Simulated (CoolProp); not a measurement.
A simple Rankine cycle with chloromethane (R40): condensing at 326.15 K, boiler at 5.94 MPa, turbine inlet 410.7 K, turbine efficiency 0.7, pump efficiency 0.6, no recuperator. Each further row changes one setting.

Model: reference Helmholtz-energy equation of state, Thol 2014, in CoolProp.

```
case                             thermal efficiency (%)  net work (kJ/kg)  heat in (kJ/kg)  turbine exit temperature (K)  volume ratio over the turbine
-------------------------------  ----------------------  ----------------  ---------------  ----------------------------  -----------------------------
as stated                                           9.6              29.9              311                         326.1                           5.49
turbine inlet 430.7 K                              10.5              38.2              365                         326.1                           4.68
condensing temperature 318.15 K                    10.6              34.5              325                         318.1                           6.66
boiler pressure 4.16 MPa                            8.9              33.4              373                         328.9                           3.21
turbine efficiency 0.6                              7.8              24.3              311                         326.1                           5.59
```

The expansion ends wet for: as stated; turbine inlet 430.7 K; condensing temperature 318.15 K; turbine efficiency 0.6.
